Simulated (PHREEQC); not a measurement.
Solution (25 °C): 0.018 mol H2SO4, 0.0014 mol KNO3 and 9.9e-06 mol CO2 per kg of water. Closed to the air; pH follows from the charge balance.

The numbers come from PHREEQC with the ion-association model, phreeqc.dat.

Precipitation was switched off in this run.

**Question.** Order these S species by the share of S that they hold, largest first: KSO4-, HSO4-, SO4-2.

**Answer.** HSO4- (57 %), SO4-2 (43 %), KSO4- (0.21 %)

The pH is 1.65 and the ionic strength 0.0349 mol/kgw.
